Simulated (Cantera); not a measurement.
# Equilibrium for aluminium nitride and oxide growth: AlCl3 + N2 + H2

A closed system holds: 1 mol AlCl3, 21 mol N2, a varied amount of H2, held at 1900 K and 55.0 mbar.

These are equilibrium values from Cantera (NASA tables, ideal gas, pure condensed phases), not measurements of a reactor. Candidate condensed phases: Al, AlCl3, AlN, NH4Cl; 20 gas species. The tables' values for AlCl2 are old estimates; treat these amounts as uncertain. Equilibrium is a limit: real reactors are often held back by kinetics, nucleation or transport.

From 13 mol H2 to 620 mol H2 nothing is condensed. The main Al-bearing gas is AlCl throughout.

```
n(H2) (mol)  log p H2  log p N2  log p HCl  log p AlCl  log p H  log p AlCl2
-----------  --------  --------  ---------  ----------  -------  -----------
13              -1.73     -1.49      -2.56       -2.88    -3.97        -3.77
21              -1.60     -1.58      -2.63       -2.95    -3.90        -3.97
33              -1.50     -1.69      -2.73       -3.04    -3.85        -4.21
55              -1.42     -1.83      -2.86       -3.17    -3.81        -4.52
89              -1.37     -1.99      -3.02       -3.32    -3.78        -4.85
140             -1.33     -2.15      -3.18       -3.48    -3.77        -5.19
240             -1.30     -2.36      -3.38       -3.69    -3.75        -5.61
380             -1.29     -2.54      -3.57       -3.87    -3.74        -5.99
620             -1.28     -2.75      -3.77       -4.08    -3.74        -6.40
```
log p: log10 of the partial pressure in bar; nothing condenses.
